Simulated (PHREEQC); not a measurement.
## Nickel, zinc or cadmium bath (model solution)

Make-up at 25 °C: 0.05 mol/kgw CdSO4, 0.00019 mol/kgw KCl and 0.00012 mol/kgw FeSO4. Closed to the air; pH follows from the charge balance.

Equilibrium calculation in PHREEQC: ion-association model, wateq4f.dat.

No solid was allowed to form.

Question: Estimate the pH, ionic strength.

Answer: pH 6.10; ionic strength 0.101 mol/kgw.

Question: In which forms is S present?

Answer: SO4-2 41 %, CdSO4 40 %, Cd(SO4)2-2 19 % of the S.
